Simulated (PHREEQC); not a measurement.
Make-up at 68 °C: 0.0024 mol/kgw H3BO3, 0.19 mol/kgw HBF4 and 0.0015 mol/kgw CdCl2. Closed to the air; pH follows from the charge balance.

The numbers come from PHREEQC with the ion-association model, wateq4f.dat.

Precipitation was switched off in this run.

**Question.** Order these B species by the share of B that they hold, largest first: BF3OH-, BF2(OH)2-, H3BO3, BF4-.

**Answer.** BF4- (92 %), H3BO3 (5.2 %), BF3OH- (2.2 %), BF2(OH)2- (0.38 %)

The pH is 0.84 and the ionic strength 0.187 mol/kgw. Constants without temperature data keep their 25 °C values here. Real BF4- forms and hydrolyses slowly; the run takes it at equilibrium.
